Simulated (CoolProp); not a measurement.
CHF3 (R23) at several states: fugacity coefficient from the reference equation and from simpler models built on Tc = 299.3 K, pc = 4832 kPa, ω = 0.263; each cubic takes its own stable root.

Computed with CoolProp (reference Helmholtz-energy equation of state, Penoncello 2003).

```
T (K)  p (kPa)          phase  reference
-----  -------  -------------  ---------
296.1    20700         liquid     0.2263
421.4    13300  supercritical     0.7658
343.1     1090            gas     0.9500
152.9     44.6         liquid     0.1280
```

Question: How far does each simpler model (van der Waals, Redlich-Kwong) lie from the reference over these 4 states: mean and median of the absolute difference, and the worst?

Answer: 
- van der Waals: mean 179.7 %, median 23.6 %, worst +671.3 % at 152.9 K and 44.6 kPa
- Redlich-Kwong: mean 43.5 %, median 9.5 %, worst +154.9 % at 152.9 K and 44.6 kPa

At some of these states van der Waals gives the other phase, because its saturation line lies elsewhere.
